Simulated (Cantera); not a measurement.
Input: 1 mol Si, 5.2 mol HBr, 3.1 mol H2, equilibrated at 1123.15 K and 66.0 mbar.

Method: chemical equilibrium by Gibbs-energy minimisation in Cantera with the NASA 1993 tables (ideal gas, pure condensed phases). Candidate condensed phases: Br2, Si; 19 gas species. The tables' values for SiBr3 are old estimates; treat these amounts as uncertain. Rates play no part.

Base state: H2 0.684, HBr 0.180, SiBr4 0.125, SiHBr3 0.00483, SiBr2 0.00448, SiBr3 0.00230, SiH2Br2 8.89e-5, Br 2.43e-5 (mole fractions); condensed: gas only.

**Question.** What changes in the equilibrium state with this change: pressure from 66.0 mbar to 1.33 mbar?

**Answer.** 
```tsv
species	before	after
H2	0.684	0.605
HBr	0.180	0.265
SiBr4	0.125	0.0708
SiBr2	0.00448	0.0512
Br	2.43e-5	0.000268
SiH2Br2	8.89e-5	1.81e-5
SiHBr3	0.00483	0.00164
SiBr3	0.00230	0.00586
```

**Question.** What changes in the equilibrium state with this change: H2 from 3.1 to 24 mol?

**Answer.** 
| species | before | after |
|---|---|---|
| H2 | 0.684 | 0.899 |
| HBr | 0.180 | 0.0677 |
| SiBr4 | 0.125 | 0.0219 |
| Br | 2.43e-5 | 7.97e-6 |
| SiH2Br2 | 8.89e-5 | 0.000190 |
| SiBr3 | 0.00230 | 0.00123 |
| SiHBr3 | 0.00483 | 0.00295 |
| Si(s), mol | 0 | 0.0458 |
